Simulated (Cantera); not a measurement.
What does this Cantera script print?

```python
import numpy as np
import cantera as ct

gas_names = """
    Br Br2 O O2 O3 Si SiBr SiBr2 SiBr3 SiBr4 SiO SiO2 Si2 Si3
""".split()
cond_names = """
    Br2(cr) Br2(L) Si(cr) Si(L) SiO2(Lqz) SiO2(hqz) SiO2(L)
""".split()


# ... load() reads the species with a 1 bar reference pressure and builds the phases ...
atoms = {
    'Si': {'Si': 1},
    'Br2': {'Br': 2},
    'O2': {'O': 2},
}
top_T = {}  # K; cautious upper limits of use, not melting points


# ... equilibrate(T, P, feed) seeds the gas with the atoms and calls Mixture.equilibrate('TP', solver="vcs", rtol=1e-11, max_steps=5000) ...
results = []
feed = {'Si': 1, 'Br2': 0.065, 'O2': 0.61}  # mol
T = 998.15  # K
for P in [1000, 4000, 16000, 63000, 250000, 1000000]:
    mix = equilibrate(T, P, feed)
    results.append((T, P, feed, dict(zip(mix.species_names, mix.species_moles))))

top = {s: max(r[3][s] / sum(r[3][g] for g in gas_names) for r in results) for s in gas_names}
cols = sorted((s for s in top if top[s] > 0.001), key=lambda s: -top[s])[:9]
seen = [c for c in cond_names if any(r[3].get(c, 0) > 1e-12 for r in results)]
print("log10 of partial pressures in bar; condensed amounts in mol")
print(f"{'P/Pa':>10s}" + "".join(f"{s[:9]:>10s}" for s in cols + seen))
for T, P, feed, n in results:
    ng = sum(n[g] for g in gas_names)
    print(f"{P:10.4g}" + "".join(f"{np.log10(max(n[s] / ng * P / 1e5, 1e-99)):10.3f}" for s in cols)
          + "".join(f"{n.get(c, 0):10.4g}" for c in seen))
```

Result:

```
log10 of partial pressures in bar; condensed amounts in mol
      P/Pa     SiBr4     SiBr2     SiBr3    Si(cr) SiO2(hqz)
      1000    -2.011    -3.774    -4.091    0.3572      0.61
      4000    -1.404    -3.471    -3.636    0.3573      0.61
   1.6e+04    -0.800    -3.168    -3.182    0.3574      0.61
   6.3e+04    -0.203    -2.870    -2.735    0.3574      0.61
   2.5e+05     0.397    -2.570    -2.285    0.3575      0.61
     1e+06     0.999    -2.269    -1.833    0.3575      0.61
```

Equilibrium computed with Cantera from the NASA thermochemical tables; the gas is ideal and each condensed phase is pure. The tables' values for SiBr3 are old estimates; treat these amounts as uncertain.
